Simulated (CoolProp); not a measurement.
A simple Rankine cycle with R114: condensing at 331.15 K, boiler at 2.31 MPa, turbine inlet 403.9 K, turbine efficiency 0.85, pump efficiency 0.7, no recuperator. Each further row changes one setting.

The numbers come from the reference Helmholtz-energy equation of state, Platzer 1990 in CoolProp. This equation is an older, rougher fit; its heat capacities, sound speeds and derivatives of the liquid may be far off and weren't checked against measurements.

```csv
case,thermal efficiency (%),net work (kJ/kg),heat in (kJ/kg),turbine exit temperature (K),volume ratio over the turbine
as stated,10.4,15.4,147,354.2,5.34
turbine inlet 423.9 K,10.4,17.7,169,379.0,4.82
condensing temperature 323.15 K,11.6,18.0,156,349.2,6.62
boiler pressure 1.62 MPa,8.4,13.5,160,372.3,3.20
turbine efficiency 0.75,9.1,13.3,147,356.8,5.39
```
